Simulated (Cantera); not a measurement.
Source: NASA polynomial tables (part measured, part estimated), evaluated in Cantera. Values are per mole of reaction as written; species without (g) are pure solids or liquids, kept so even where they would boil at 1 bar.

Q: Between 300 and 2873 K, where is each reaction favourable under standard conditions?
- 3 F2(g) + 2 BN = 2 N(g) + 2 BF3(g)

A: 
- 3 F2(g) + 2 BN = 2 N(g) + 2 BF3(g): ΔG° is -877 kJ at 300 K and -1326 kJ at 2873 K; it stays negative (K > 1). ΔH° is -844 kJ and ΔS° 168 J/K at 2873 K.
